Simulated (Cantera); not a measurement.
Charge: 1 mol SiH2Cl2, 30 mol NO, 5.2 mol H2, 0.12 mol O3, held at 1625 K and 0.00280 bar.

Equilibrium computed with Cantera from the NASA thermochemical tables; the gas is ideal and each condensed phase is pure. The tables hold silica as quartz up to 1696 K and as liquid above; real silica turns to tridymite and cristobalite and melts near 1996 K. Kinetics and transport are ignored.

| species | before | after |
|---|---|---|
| N2 | 0.442 | 0.444 |
| O2 | 0.339 | 0.343 |
| H2O | 0.157 | 0.155 |
| Cl | 0.00798 | 1.48e-5 |
| HCl | 0.0511 | 0.0576 |
| O | 0.000214 | <1e-9 |
| OH | 0.00131 | 2.24e-8 |
| H2 | 4.52e-5 | <1e-9 |
| NO | 0.00205 | 4.31e-6 |
| Cl2 | 1.10e-5 | 0.000786 |
| SiO2(β-quartz), mol | 1.000 | 1.00 |
Gas species are given as mole fractions.

Task: What was changed between the two runs?
(A) H2 from 5.2 to 0.75 mol
(B) temperature from 1625 K to 850 K
(C) H2 from 5.2 to 1.1 mol
(D) H2 from 5.2 to 13 mol

Result: B, temperature from 1625 K to 850 K
